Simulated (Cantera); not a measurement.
Feed: 1 mol Na2CO3, 6.2 mol CO2, 0.53 mol H2O, at 1.00 bar.

These are equilibrium values from Cantera (NASA tables, ideal gas, pure condensed phases), not measurements of a reactor. Candidate condensed phases: C, C6H6, C7H8, C8H18, H2O, Na, NaOH, NaO2, Na2CO3, Na2O, Na2O2; 117 gas species. Kinetics and transport are ignored.

Task: Which condensed phases are stable at each of these points (T (°C)): 1250, 1325, 1400, 1475, 1550, 1625, 1700, 1775?

Result: 
```
T (°C)  condensed phases  Na condensed (%)
------  ----------------  ----------------
1250           Na2CO3(l)              98.9
1325           Na2CO3(l)              97.2
1400           Na2CO3(l)              93.6
1475           Na2CO3(l)              86.4
1550           Na2CO3(l)              73.6
1625           Na2CO3(l)              52.3
1700           Na2CO3(l)              16.1
1775            gas only               0.0
```

From 1250 °C to 1700 °C the condensed part is Na2CO3(l). At 1775 °C nothing is condensed.
